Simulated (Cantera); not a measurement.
## Transport properties of process gases

Gas mixture: NO = 0.93 (molar parts), at 0.900 Torr, frozen composition.

Cantera's kinetic-theory transport with the Lennard-Jones parameters of GRI-Mech 3.0, ideal gas; thermal conductivity in the mixture-averaged form. The composition is frozen, though it would react at the higher temperatures.

```csv
T (K),ρ (kg/m³),cp (J/kg/K),μ (µPa s),λ (mW/m/K),Pr,D (cm²/s) H2O,D (cm²/s) H2,D (cm²/s) NH3
400,0.00108,998.6,23.1,32.4,0.712,330,1070,319
650,0.000666,1054,32.3,48.2,0.706,811,2410,772
900,0.000481,1114,40.1,63.0,0.708,1440,4140,1370
1150,0.000377,1153,47.0,76.7,0.707,2210,6210,2080
1400,0.000309,1181,53.4,89.4,0.706,3090,8610,2910
1650,0.000262,1202,59.4,101,0.706,4090,11300,3830
1900,0.000228,1219,65.1,112,0.706,5180,14300,4860
2150,0.000201,1231,70.5,123,0.706,6380,17500,5970
2400,0.000180,1240,75.7,133,0.705,7660,21000,7170
```
D: mixture-averaged diffusion coefficient of that species in the mixture.
